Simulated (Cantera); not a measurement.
Charge: 1 mol FeS₂, 0.13 mol O₂, 0.87 mol N₂, equilibrated at 0.940 bar.

These are equilibrium values from Cantera (NASA tables, ideal gas, pure condensed phases), not measurements of a reactor. Candidate condensed phases: Fe, FeO, FeS, FeSO₄, FeS₂, Fe₂O₃, Fe₂(SO₄)₃, Fe₃O₄, S; 19 gas species. FeS: taken at fixed stoichiometry. Gases not in the tables: S₃ to S₇. Rates play no part.

log p: log10 of the partial pressure in bar; n: condensed amount in mol.

```
T (K)  log p N₂  log p S₂  log p SO₂  log p SO  log p S₂O  log p S  n FeS₂(s)  n Fe₃O₄(s)  n FeS(s)  n FeS(l)
-----  --------  --------  ---------  --------  ---------  -------  ---------  ----------  --------  --------
773       -0.07     -3.63      -1.02     -7.47      -4.41     <-12      0.951      0.0163         0         0
973       -0.19     -0.72      -1.03     -5.05      -2.28    -8.83      0.344           0     0.656         0
1173      -0.24     -0.55      -1.09     -3.92      -2.22    -6.77          0           0      1.00         0
1373      -0.24     -0.55      -1.09       [?]      -2.25      [?]          0           0      1.00         0
1573      -0.24     -0.55      -1.09     -2.55      -2.27    -4.32          0           0         0      1.00
1773      -0.24     -0.55      -1.10       [?]      -2.29      [?]          0           0         0     1.000
1973      -0.25     -0.56      -1.13     -1.76      -2.32    -2.86          0           0         0     1.000
```

### Question
What belongs in the gaps?

### Answer

- 1773, log p SO: -2.11
- 1773, log p S: -3.50
- 1373, log p SO: -3.14
- 1373, log p S: -5.37
